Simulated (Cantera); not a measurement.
An isothermal, constant-pressure homogeneous reactor starts with C₂H₆ : N₂ = 1 : 1 (molar parts), at 1250 K and 2670 Pa. Integrator tolerance rtol = 1e-08.

Computed with Cantera and GRI-Mech 3.0 (53 species, 325 reactions). GRI-Mech 3.0 stops at C3 and has no aromatics, soot or wall deposition, so with more carbon than oxygen in the feed, carbon stays in small species such as C2H2 where larger ones or solid carbon would form. Radical loss at walls, strong at low pressure, is not modelled.

What does this change do: pressure from 2670 Pa to 37000 Pa?


| quantity | before | after |
|---|---|---|
| x(C₂H₆) at 7.00 s | 5.74e-5 (gas-phase equilibrium 1.15e-5) | 0.000907 (gas-phase equilibrium 0.000336) |
| x(H) at 7.00 s | 2.41e-6 (gas-phase equilibrium 1.94e-6) | 1.48e-6 (gas-phase equilibrium 3.69e-7) |
| x(CH₂) at 7.00 s | 3.64e-11 (gas-phase equilibrium 1.55e-11) | 3.16e-11 (gas-phase equilibrium 8.53e-12) |
| x(C₂H) at 7.00 s | 3.20e-10 (gas-phase equilibrium 2.45e-10) | 1.96e-10 (gas-phase equilibrium 5.66e-11) |
| x(H₂) at 7.00 s | 0.379 (gas-phase equilibrium 0.425) | 0.318 (gas-phase equilibrium 0.212) |

What does this change do: temperature 1250 to 1675 K?


```json
[
 {"quantity": "x(C₂H₆) at 7.00 s", "before": "5.74e-5 (gas-phase equilibrium 1.15e-5)", "after": "2.88e-8 (gas-phase equilibrium 5.31e-9)"},
 {"quantity": "x(H) at 7.00 s", "before": "2.41e-6 (gas-phase equilibrium 1.94e-6)", "after": "0.000503 (gas-phase equilibrium 0.000506)"},
 {"quantity": "x(CH₂) at 7.00 s", "before": "3.64e-11 (gas-phase equilibrium 1.55e-11)", "after": "3.89e-8 (gas-phase equilibrium 1.36e-8)"},
 {"quantity": "x(C₂H) at 7.00 s", "before": "3.20e-10 (gas-phase equilibrium 2.45e-10)", "after": "1.25e-6 (gas-phase equilibrium 9.74e-7)"},
 {"quantity": "x(H₂) at 7.00 s", "before": "0.379 (gas-phase equilibrium 0.425)", "after": "0.498 (gas-phase equilibrium 0.499)"}
]
```
